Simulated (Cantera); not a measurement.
# Stirred combustor or abatement burner

A perfectly stirred reactor is fed with 7.18 % CH4, 1.01 % H2, 19.3 % O2, 72.5 % N2, at 630000 Pa; it is adiabatic with a 750 K inlet, and is followed from long to short residence time, starting on the burning branch (τ in s: 0.46, 0.17, 0.062, 0.023, 0.0082, 0.003, 0.0011, 0.0004, 0.00015, 5.4e-05).

Computed with Cantera and GRI-Mech 3.0 (53 species, 325 reactions).

```tsv
τ (s)	T (K)	x CH4	x H2	x O2	x NO	x C2H
0.46	2281	1.10e-7	0.000557	0.0416	0.00585	<1e-12
0.17	2283	2.93e-7	0.000561	0.0420	0.00510	<1e-12
0.062	2285	7.87e-7	0.000572	0.0427	0.00381	<1e-12
0.023	2287	2.05e-6	0.000594	0.0434	0.00233	<1e-12
0.0082	2287	5.47e-6	0.000648	0.0441	0.00117	3.37e-12
0.0030	2282	1.37e-5	0.000773	0.0446	0.000568	1.96e-11
0.0011	2270	3.16e-5	0.00106	0.0452	0.000300	8.99e-11
0.00040	2244	6.83e-5	0.00164	0.0463	0.000177	3.12e-10
0.00015	2201	0.000141	0.00261	0.0481	0.000113	8.47e-10
5.4e-5	2132	0.000315	0.00410	0.0515	6.88e-5	2.23e-9
```
x: mole fraction; the columns are a selection and need not sum to one.
